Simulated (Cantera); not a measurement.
Premixed flame

A freely propagating, adiabatic, planar premixed flame of 38.7 % H2, 12.9 % O2, 48.4 % N2, equivalence ratio 1.5, unburnt at 598 K and 7.50 bar; unity-Lewis-number transport, grid criteria slope 0.08 and curve 0.16, no radiation.

Cantera simulation using the H2/O2 subset of GRI-Mech 3.0, which has no nitrogen chemistry; the numbers are that mechanism's predictions, not measurements. The hydrogen kinetics of GRI-Mech 3.0 are dated; newer H2 mechanisms differ, most at raised pressure. Unity Lewis numbers drop preferential diffusion, which matters most where H2 and H carry the flame. Burning velocities carry a grid error of a few per cent, more on coarse grids.

```json
[
 {"z (mm)": "-0.0930", "T (K)": "598", "u (m/s)": "5.78", "x H2": "0.387", "x O2": "0.129", "x O": "<1e-8", "x OH": "<1e-8", "x H2O": "1.22e-6", "x H2O2": "<1e-8"},
 {"z (mm)": "-0.0620", "T (K)": "598", "u (m/s)": "5.78", "x H2": "0.387", "x O2": "0.129", "x O": "<1e-8", "x OH": "<1e-8", "x H2O": "2.58e-5", "x H2O2": "6.86e-8"},
 {"z (mm)": "-0.0465", "T (K)": "599", "u (m/s)": "5.78", "x H2": "0.387", "x O2": "0.129", "x O": "1.33e-8", "x OH": "<1e-8", "x H2O": "0.000109", "x H2O2": "2.90e-7"},
 {"z (mm)": "-0.0310", "T (K)": "606", "u (m/s)": "5.85", "x H2": "0.386", "x O2": "0.128", "x O": "3.02e-7", "x OH": "1.69e-8", "x H2O": "0.000976", "x H2O2": "2.51e-6"},
 {"z (mm)": "-0.0155", "T (K)": "727", "u (m/s)": "6.97", "x H2": "0.374", "x O2": "0.121", "x O": "2.47e-5", "x OH": "3.34e-5", "x H2O": "0.0163", "x H2O2": "2.87e-5"},
 {"z (mm)": "-0.00775", "T (K)": "1064", "u (m/s)": "9.97", "x H2": "0.332", "x O2": "0.0993", "x O": "0.000395", "x OH": "0.000745", "x H2O": "0.0644", "x H2O2": "4.31e-5"},
 {"z (mm)": "0", "T (K)": "1513", "u (m/s)": "13.8", "x H2": "0.244", "x O2": "0.0579", "x O": "0.00224", "x OH": "0.00317", "x H2O": "0.152", "x H2O2": "1.13e-5"},
 {"z (mm)": "0.00775", "T (K)": "1811", "u (m/s)": "16.1", "x H2": "0.170", "x O2": "0.0236", "x O": "0.00353", "x OH": "0.00721", "x H2O": "0.221", "x H2O2": "3.25e-6"},
 {"z (mm)": "0.0155", "T (K)": "1969", "u (m/s)": "17.3", "x H2": "0.143", "x O2": "0.00948", "x O": "0.00341", "x OH": "0.00980", "x H2O": "0.251", "x H2O2": "2.06e-6"},
 {"z (mm)": "0.0310", "T (K)": "2126", "u (m/s)": "18.5", "x H2": "0.136", "x O2": "0.00293", "x O": "0.00241", "x OH": "0.0105", "x H2O": "0.268", "x H2O2": "1.13e-6"},
 {"z (mm)": "0.0620", "T (K)": "2259", "u (m/s)": "19.4", "x H2": "0.139", "x O2": "0.00117", "x O": "0.00123", "x OH": "0.00863", "x H2O": "0.278", "x H2O2": "6.19e-7"},
 {"z (mm)": "0.124", "T (K)": "2356", "u (m/s)": "20.1", "x H2": "0.142", "x O2": "0.000488", "x O": "0.000518", "x OH": "0.00613", "x H2O": "0.285", "x H2O2": "3.44e-7"},
 {"z (mm)": "0.248", "T (K)": "2420", "u (m/s)": "20.5", "x H2": "0.145", "x O2": "0.000179", "x O": "0.000190", "x OH": "0.00393", "x H2O": "0.289", "x H2O2": "1.68e-7"}
]
```
x: mole fraction of selected species; z is measured from the peak of heat release.

* **laminar burning velocity**: 578 cm/s
* **thermal thickness**: 0.0310 mm
* **peak x(O)**: 0.00358
* **peak x(OH)**: 0.0106
* **peak x(H2O2)**: 4.46e-5
* **grid points**: 111
